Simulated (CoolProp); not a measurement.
A closed Brayton cycle with dry air: compressor inlet 308.15 K and 4.7 MPa, high pressure 10.3 MPa, turbine inlet 895 K, compressor efficiency 0.89, turbine efficiency 0.9, recuperator effectiveness 0 (on enthalpy, no pinch check). Each further row changes one setting.

The numbers come from the reference Helmholtz-energy equation of state, Lemmon 2000 in CoolProp. It is a pseudo-pure fit of the blend.

```json
[
 {"case": "as stated", "thermal efficiency (%)": "14.6", "net work (kJ/kg)": "79.8", "compressor to turbine work": "0.53", "compressor exit (K)": "396.4", "turbine exit (K)": "746.0"},
 {"case": "turbine inlet 845 K", "thermal efficiency (%)": "14.4", "net work (kJ/kg)": "(withheld)", "compressor to turbine work": "0.56", "compressor exit (K)": "396.4", "turbine exit (K)": "(withheld)"},
 {"case": "compressor inlet 318.15 K", "thermal efficiency (%)": "14.4", "net work (kJ/kg)": "(withheld)", "compressor to turbine work": "0.54", "compressor exit (K)": "409.1", "turbine exit (K)": "746.0"},
 {"case": "high pressure 8.76 MPa", "thermal efficiency (%)": "12.0", "net work (kJ/kg)": "(withheld)", "compressor to turbine work": "(withheld)", "compressor exit (K)": "(withheld)", "turbine exit (K)": "(withheld)"},
 {"case": "recuperator effectiveness 0.5", "thermal efficiency (%)": "22.2", "net work (kJ/kg)": "79.8", "compressor to turbine work": "0.53", "compressor exit (K)": "396.4", "turbine exit (K)": "746.0"}
]
```

Q: Complete the blanks.

A: 
- turbine inlet 845 K, net work (kJ/kg): 70.4
- turbine inlet 845 K, turbine exit (K): 703.0
- compressor inlet 318.15 K, net work (kJ/kg): 76.7
- high pressure 8.76 MPa, net work (kJ/kg): 67.8
- high pressure 8.76 MPa, compressor to turbine work: 0.50
- high pressure 8.76 MPa, compressor exit (K): 376.5
- high pressure 8.76 MPa, turbine exit (K): 774.7
